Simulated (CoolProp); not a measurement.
Model: reference Helmholtz-energy equation of state, Gao 2020, in CoolProp.

For ammonia, give the phase and the speed of sound (m/s), Joule-Thomson coefficient (K/MPa), isothermal compressibility (1/MPa), Prandtl number at 135.65 °C and 46200 kPa; 202.55 °C and 46200 kPa; 235.95 °C and 46200 kPa.


- 135.65 °C and 46200 kPa: supercritical; speed of sound 1020, Joule-Thomson coefficient 0.123, isothermal compressibility 0.00368, Prandtl number 1.06
- 202.55 °C and 46200 kPa: supercritical; speed of sound 741, Joule-Thomson coefficient 0.637, isothermal compressibility 0.0103, Prandtl number 1.16
- 235.95 °C and 46200 kPa: supercritical; speed of sound 663, Joule-Thomson coefficient 0.988, isothermal compressibility 0.0156, Prandtl number 1.18

Viscosity comes from a separate model (Fenghour 1995). Thermal conductivity comes from a separate model (Tufeu 1984).
